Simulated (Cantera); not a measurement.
An isothermal, constant-pressure homogeneous reactor starts with CH4 : H2 = 1 : 46 (molar parts), at 1125 K and 1330 Pa. Integrator tolerance rtol = 1e-08.

Model: GRI-Mech 3.0 (53 species, 325 reactions), integrated in Cantera. GRI-Mech 3.0 stops at C3 and has no aromatics, soot or wall deposition, so with more carbon than oxygen in the feed, carbon stays in small species such as C2H2 where larger ones or solid carbon would form. Radical loss at walls, strong at low pressure, is not modelled.

Question: What does this change do: temperature 1125 to 1850 K?

Answer: 
```csv
quantity,before,after
x(CH4) at 2.00 s,0.0213 (gas-phase equilibrium 0.0210),0.000689 (gas-phase equilibrium 5.33e-5)
x(H2) at 2.00 s,0.979 (gas-phase equilibrium 0.979),0.985 (gas-phase equilibrium 0.985)
x(C2H2) at 2.00 s,<1e-12 (gas-phase equilibrium 7.52e-5),0.0100 (gas-phase equilibrium 0.0104)
x(C2H) at 2.00 s,<1e-12 (gas-phase equilibrium <1e-12),4.91e-7 (gas-phase equilibrium 5.27e-7)
x(C2H4) at 2.00 s,<1e-12 (gas-phase equilibrium 4.13e-5),2.35e-6 (gas-phase equilibrium 2.26e-6)
```
